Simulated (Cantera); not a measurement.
An isothermal, constant-pressure homogeneous reactor starts with 7.22 % CH4, 92.8 % H2O, at 1575 K and 825 Torr.

Cantera simulation using GRI-Mech 3.0 (53 species, 325 reactions); the numbers are that mechanism's predictions, not measurements.

### Question
Predict: x(CH4) at 2.00 s; x(H2O) at 2.00 s; x(CO2) at 2.00 s; x(CH3) at 2.00 s; x(CH2O) at 2.00 s.

### Answer
```
Property                                             Result
-----------------  ----------------------------------------
x(CH4) at 2.00 s    0.00761 (gas-phase equilibrium 1.02e-9)
x(H2O) at 2.00 s        0.743 (gas-phase equilibrium 0.715)
x(CO2) at 2.00 s      0.0299 (gas-phase equilibrium 0.0332)
x(CH3) at 2.00 s   1.38e-5 (gas-phase equilibrium 1.74e-12)
x(CH2O) at 2.00 s   5.01e-7 (gas-phase equilibrium 3.16e-9)
```
